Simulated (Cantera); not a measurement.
Charge: 1 mol H₂S, 0.17 mol O₂, held at 101000 Pa.

Equilibrium computed with Cantera from the NASA thermochemical tables; the gas is ideal and each condensed phase is pure. Candidate condensed phases: H₂O, H₂SO₄, S; 19 gas species. Equilibrium is a limit: real reactors are often held back by kinetics, nucleation or transport.

At 1052 °C, list the 4 most abundant gas species with their mole fractions, and the condensed phases.

H₂S 0.433, H₂O 0.272, S₂ 0.187, H₂ 0.105. Condensed: gas only.
